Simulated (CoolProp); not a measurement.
Vapour-liquid equilibrium of diethyl ether (1) + ethanol (2) at 0.0339 MPa; x and y are mole fractions of (1).

Model: multi-fluid Helmholtz-energy mixture model, Thol 2014 and Schroeder 2014; pair parameters Bell 2016, in CoolProp.

```
x      bubble temperature, mixture model (K)  bubble temperature, Raoult's law (K)  y, mixture model  y, Raoult's law
-----  -------------------------------------  ------------------------------------  ----------------  ---------------
0.05                                   315.4                                 321.5             0.433            0.239
0.125                                  304.3                                 315.2             0.705            0.486
0.2                                    297.5                                 309.8             0.812            0.646
0.275                                  293.1                                 305.1             0.863            0.751
0.35                                   290.3                                 301.0             0.891            0.822
0.425                                  288.4                                 297.4             0.909            0.872
0.5                                    287.0                                 294.3             0.921            0.907
0.575                                  285.9                                 291.5             0.931            0.933
0.65                                   284.9                                 289.0             0.939            0.953
0.725                                  284.0                                 286.7             0.948            0.968
0.8                                    283.0                                 284.7             0.959            0.979
0.875                                  282.0                                 282.8             0.971            0.989
0.95                                   280.9                                 281.1             0.987            0.996
```

The largest gap from Raoult's law is -12.3 K in bubble temperature, at x = 0.2. No azeotrope shows between x = 0.05 and 0.95.

The pair parameters rest on a limited set of measurements; away from them the model extrapolates.
